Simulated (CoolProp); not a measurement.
Vapour-liquid equilibrium of acetone (1) + n-nonane (2) at 344.2 K; x and y are mole fractions of (1).

Computed with CoolProp (multi-fluid Helmholtz-energy mixture model, Lemmon 2006 and Lemmon 2006; pair parameters Bell 2016).

Problem. Give the bubble pressure and the first vapour's composition at x = 0.35, 0.45, 0.65. Is there an azeotrope?

Solution. x = 0.35: 0.1115 MPa, y = 0.950; x = 0.45: 0.1199 MPa, y = 0.955; x = 0.65: 0.1314 MPa, y = 0.963. No azeotrope shows between x = 0.05 and 0.95.

Pair parameters are fitted to limited data, so mixtures are less certain than the pure fluids. With so large a gap from Raoult's law the liquid may split in two, which this calculation doesn't test in full.
